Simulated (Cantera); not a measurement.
Feed: 1 mol BCl3, 0.25 mol H2O, 12 mol H2, equilibrated at 1700 K and 0.00290 bar.

Method: chemical equilibrium by Gibbs-energy minimisation in Cantera with the NASA 1993 tables (ideal gas, pure condensed phases). Candidate condensed phases: B, B2O3, B3O3H3, H2O; 33 gas species. The tables' values for BCl, BOCl, BCl2, BH2 are old estimates; treat these amounts as uncertain. Gases not in the tables: BHCl2. Equilibrium is a limit: real reactors are often held back by kinetics, nucleation or transport.

Base state: H2 0.771, HCl 0.199, HBO 0.0119, BCl 0.00852, BOCl 0.00347, H 0.00240, B2O2 0.000856, BCl2 0.000757 (mole fractions); condensed: B(s).

**Question.** What changes in the equilibrium state with this change: BCl3 replaced by borazine?

**Answer.** 
```tsv
species	before	after
H2	0.771	0.974
HBO	0.0119	0.0133
N2	0	0.00798
HCl	0.199	0
BCl	0.00852	0
BOCl	0.00347	0
BCl2	0.000757	0
BCl3	0.000705	0
B(s), mol	0.610	0
BN(s), mol	0	2.75
```
The feed counts by its element totals alone. Further candidate phases: BN.
